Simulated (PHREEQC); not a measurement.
Dissolve 0.0035 mol/kgw CuSO4, 0.002 mol/kgw H2SO4 and 0.00034 mol/kgw Na2SO4 at 20 °C. Closed to the air; pH follows from the charge balance.

All values are PHREEQC results (ion-association model, wateq4f.dat), not measurements.

| quantity | before | after |
|---|---|---|
| pH | 2.54 | 2.54 |
| ionic strength (mol/kgw) | 0.0161 | 0.0170 |
| SO4-2 (mol/kgw) | 0.00424 | 0.00451 |
| HSO4- (mol/kgw) | 0.000749 | 0.000782 |
| NaSO4- (mol/kgw) | 8.43e-6 | 1.77e-5 |
| SI of Mirabilite (Na2SO4:10H2O) | -7.69 | -7.07 |

**Question.** Name the change that produced these shifts.
A) Na2SO4 from 0.00034 to 0.000306 mol/kgw
B) H2SO4 left out
C) Na2SO4 from 0.00034 to 0.00068 mol/kgw
D) CuSO4 from 0.0035 to 0.00385 mol/kgw
E) H2SO4 replaced by FeSO4 at the same molality

**Answer.** C, Na2SO4 from 0.00034 to 0.00068 mol/kgw

This is a speciation only: nothing precipitates in the calculation.
